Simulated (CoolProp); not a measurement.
Saturation properties of n-decane (Tc = 617.7 K, pc = 2101 kPa, ω = 0.488).

Values from CoolProp's reference Helmholtz-energy equation of state, Lemmon 2006. It is a short technical equation, of lower accuracy than the large ones.

```csv
T (K),p (kPa),vapour Z,liquid viscosity (µPa s),liquid conductivity (mW/(m K))
393,20.08,0.9798,306,106
405,30.09,0.9730,278,104
416.9,43.67,0.9648,253,101
428.9,61.97,0.9549,231,98.6
440.8,85.70,0.9434,212,96.2
452.8,116.4,0.9298,195,93.9
464.7,154.7,0.9144,179,91.6
476.7,202.7,0.8967,165,89.4
488.6,260.8,0.8768,152,87.3
500.6,331.8,0.8541,140,85.3
512.6,416.6,0.8286,128,83.3
524.5,516.2,0.8003,118,81.5
536.5,634.2,0.7681,108,79.7
548.4,770.6,0.7320,98.4,78.0
560.4,930.0,0.6906,89.1,76.4
```

It boils at 447.3 K under 1 atm.

Viscosity comes from a separate model (Huber 2004). Thermal conductivity comes from a separate model (Huber 2005).
